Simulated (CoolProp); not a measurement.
Carbon dioxide along the isotherm 348.1 K: density (kg/m³) from the reference equation and from simpler models built on Tc = 304.1 K, pc = 7.377 MPa, ω = 0.224; each cubic takes its own stable root.

Computed with CoolProp (reference Helmholtz-energy equation of state, Span 1996).

```
p (MPa)          phase  reference  ideal gas  van der Waals  Redlich-Kwong  Peng-Robinson
-------  -------------  ---------  ---------  -------------  -------------  -------------
1.54               gas      24.56      23.42          24.55          24.62          24.71
3.07               gas      51.58      46.68          51.60          51.87          52.19
4.61               gas      82.11      70.10          82.40          82.87          83.49
6.15               gas      117.0      93.52          118.3          118.6          119.4
7.68     supercritical      157.3      116.8          161.6          160.5          160.7
9.22     supercritical      205.5      140.2          217.7          211.3          209.4
10.8     supercritical      265.3      164.2          295.7          275.0          267.5
12.3     supercritical      332.7      187.0          375.3          344.5          329.2
13.8     supercritical      406.6      209.8          432.0          412.9          392.8
15.4     supercritical      481.4      234.2          472.6          474.2          456.3
16.9     supercritical      539.9      257.0          500.5          520.2          508.4
18.4     supercritical      586.7      279.8          522.5          557.7          553.1
```
